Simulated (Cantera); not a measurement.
A Cantera script and what it prints.

```python
import numpy as np
import cantera as ct

gas_names = """
    CL CLO CL2 H HCL HNO HNO2 HNO3 HOCL HO2 H2 H2O H2O2 Mg MgCL MgCL2 MgH MgN MgO MgOH MgO2H2 Mg2 N NH
    NH2 NH3 NH2OH NO NO2 NO3 N2 N2H2 N2H4 N2O O OH O2 O3
""".split()
cond_names = """
    H2O(s) H2O(L) Mg(cr) Mg(L) MgCL2(s) MgCL2(L) MgO(s) MgO(L) MgO2H2(s) NH4CL(a) NH4CL(b)
""".split()


def load(file, names, dense=False):
    # The tables refer to 1 bar. Condensed volumes are neglected.
    table = {s.name: s for s in ct.Species.list_from_file(file)}
    out = []
    for n in names:
        d = dict(table[n].input_data)
        d["thermo"] = dict(d["thermo"], **{"reference-pressure": 1e5})
        if dense:
            d["equation-of-state"] = {"model": "constant-volume", "density": "1e6 g/cm^3"}
        out.append(ct.Species.from_dict(d))
    return out


gas = ct.Solution(thermo="ideal-gas", species=load("nasa_gas.yaml", gas_names))
cond = {s.name: ct.Solution(thermo="fixed-stoichiometry", species=[s], name=s.name)
        for s in load("nasa_condensed.yaml", cond_names, dense=True)}
atoms = {
    'MgO': {'Mg': 1, 'O': 1},
    'HCl': {'H': 1, 'CL': 1},
    'N2': {'N': 2},
}
top_T = {}  # K; cautious upper limits of use, not melting points


def equilibrate(T, P, feed):
    n = {}
    for name, mol in feed.items():
        for a, k in atoms[name].items():
            n[a] = n.get(a, 0.0) + k * mol
    gas.TPX = T, P, n
    mass = sum(n.values()) * gas.mean_molecular_weight
    gas.equilibrate("TP")
    valid = [c for c in cond.values() if c.min_temp <= T <= top_T.get(c.name, c.max_temp)]
    mix = ct.Mixture([(gas, mass / gas.mean_molecular_weight)] + [(c, 0.0) for c in valid])
    mix.T, mix.P = T, P
    mix.equilibrate("TP", solver="vcs", rtol=1e-11, max_steps=5000)
    return mix


results = []
feed = {'MgO': 1, 'HCl': 1.4, 'N2': 0.56}  # mol
T = 1550  # K
P = 690  # Pa
mix = equilibrate(T, P, feed)
results.append((T, P, feed, dict(zip(mix.species_names, mix.species_moles))))
x = sorted(zip(gas.X, gas.species_names), reverse=True)
print(f"T = {T:g} K  P = {P:g} Pa  gas = {mix.phase_moles(0):.4g} mol")
print("   x: " + "  ".join(f"{s} {v:.3e}" for v, s in x if v > 0.0001))
print("   condensed (mol): " + ("  ".join(f"{mix.phase(i).name} {mix.phase_moles(i):.4g}"
      for i in range(1, mix.n_phases) if mix.phase_moles(i) > 1e-12) or "none"))
```

Output:

```
T = 1550 K  P = 690 Pa  gas = 1.964 mol
   x: HCL 6.009e-01  N2 2.851e-01  MgCL2 5.394e-02  H2O 5.392e-02  CL 4.030e-03  H2 2.036e-03
   condensed (mol): MgO(s) 0.8941
```

Cantera equilibrium calculation (NASA polynomials, part measured and part estimated; ideal gas, pure solids and liquids).
